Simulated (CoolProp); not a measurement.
Vapour-liquid equilibrium of toluene (1) + p-xylene (2) at 219 kPa; x and y are mole fractions of (1).

The numbers come from the multi-fluid Helmholtz-energy mixture model, Lemmon 2006 and Zhou 2012; pair parameters Bell 2016 in CoolProp.

### Question
Give the bubble temperature and the first vapour's composition at x = 0.05, 0.125, 0.725. Is there an azeotrope?

### Answer
x = 0.05: 440.9 K, y = 0.088; x = 0.125: 438.1 K, y = 0.209; x = 0.725: 419.6 K, y = 0.834. No azeotrope shows between x = 0.05 and 0.95.

The pair parameters rest on a limited set of measurements; away from them the model extrapolates.
